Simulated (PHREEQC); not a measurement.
**Metal-bearing waste water: speciation**

Consider water at 25 °C with 2.2 mmol/kgw FeSO4, 0.041 mmol/kgw ZnCl2 and 80.3 mmol/kgw NaH2PO4. Closed to the air; pH follows from the charge balance.

The numbers come from PHREEQC with the ion-association model, wateq4f.dat.

This is a speciation only: nothing precipitates in the calculation.

Task: Estimate the pH, ionic strength.

Result: pH 4.48; ionic strength 0.0848 mol/kgw.

Task: In which forms is Zn present?

Result: Zn+2 93 %, ZnSO4 6.7 % of the Zn.

H3PO4, which wateq4f.dat lacks, is added to it with the constant of phreeqc.dat. The database has no phosphate complexes of Zn.
